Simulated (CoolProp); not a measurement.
Vapour-liquid equilibrium of propane (1) + R134a (2) at -14.25 °C; x and y are mole fractions of (1).

Model: multi-fluid Helmholtz-energy mixture model, Lemmon 2009 and Tillner-Roth 1994; pair parameters Bell 2016, in CoolProp.

```json
[
 {"x": "0.05", "bubble pressure, mixture model (MPa)": "0.2330", "bubble pressure, Raoult's law (MPa)": "0.1756", "y, mixture model": "0.293", "y, Raoult's law": "0.085"},
 {"x": "0.15", "bubble pressure, mixture model (MPa)": "0.3087", "bubble pressure, Raoult's law (MPa)": "0.1886", "y, mixture model": "…", "y, Raoult's law": "0.238"},
 {"x": "0.25", "bubble pressure, mixture model (MPa)": "0.3437", "bubble pressure, Raoult's law (MPa)": "0.2016", "y, mixture model": "0.567", "y, Raoult's law": "0.371"},
 {"x": "0.35", "bubble pressure, mixture model (MPa)": "0.3592", "bubble pressure, Raoult's law (MPa)": "0.2146", "y, mixture model": "0.600", "y, Raoult's law": "0.488"},
 {"x": "0.45", "bubble pressure, mixture model (MPa)": "0.3662", "bubble pressure, Raoult's law (MPa)": "0.2277", "y, mixture model": "0.620", "y, Raoult's law": "0.592"},
 {"x": "0.55", "bubble pressure, mixture model (MPa)": "0.3698", "bubble pressure, Raoult's law (MPa)": "0.2407", "y, mixture model": "…", "y, Raoult's law": "0.684"},
 {"x": "0.65", "bubble pressure, mixture model (MPa)": "0.3713", "bubble pressure, Raoult's law (MPa)": "0.2537", "y, mixture model": "0.656", "y, Raoult's law": "0.767"},
 {"x": "0.75", "bubble pressure, mixture model (MPa)": "…", "bubble pressure, Raoult's law (MPa)": "0.2667", "y, mixture model": "…", "y, Raoult's law": "0.842"},
 {"x": "0.85", "bubble pressure, mixture model (MPa)": "…", "bubble pressure, Raoult's law (MPa)": "0.2797", "y, mixture model": "0.749", "y, Raoult's law": "0.909"},
 {"x": "0.95", "bubble pressure, mixture model (MPa)": "0.3283", "bubble pressure, Raoult's law (MPa)": "0.2927", "y, mixture model": "0.877", "y, Raoult's law": "0.971"}
]
```

**Question.** What belongs in the gaps?

**Answer.** 
- 0.15, y, mixture model: 0.495
- 0.55, y, mixture model: 0.636
- 0.75, bubble pressure, mixture model (MPa): 0.3693
- 0.75, y, mixture model: 0.688
- 0.85, bubble pressure, mixture model (MPa): 0.3587

The largest gap from Raoult's law is +70.5 % in bubble pressure, at x = 0.25. y crosses x between x = 0.65 and 0.75: the model has an azeotrope there.

The pair parameters rest on a limited set of measurements; away from them the model extrapolates. With so large a gap from Raoult's law the liquid may split in two, which this calculation doesn't test in full.
